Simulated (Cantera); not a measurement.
Feed: 1 mol V₂O₅, 440 mol H₂, at 1300 K and 0.00133 bar.

These are equilibrium values from Cantera (NASA tables, ideal gas, pure condensed phases), not measurements of a reactor. Candidate condensed phases: H₂O, V, VO, V₂O₃, V₂O₄, V₂O₅; 12 gas species. Condensed phases not in the tables: the oxides between V₂O₃ and V₂O₅ other than VO₂. Kinetics and transport are ignored.

Base state: H₂ 0.995, H₂O 0.00455, H 3.02e-5 (mole fractions); condensed: V₂O₃(s).

### Question
What changes in the equilibrium state with this change: temperature from 1300 K to 1925 K?

### Answer
```
species        before     after
------------  -------  --------
H₂              0.995     0.967
H             3.02e-5    0.0257
H₂O           0.00455   0.00593
VO₂             <1e-9  0.000794
VO              <1e-9  0.000435
V               <1e-9   2.01e-5
OH            1.80e-9   1.37e-5
V₂O₃(s), mol     1.00         0
VO(s), mol          0      1.44
```
VO: taken at fixed stoichiometry.
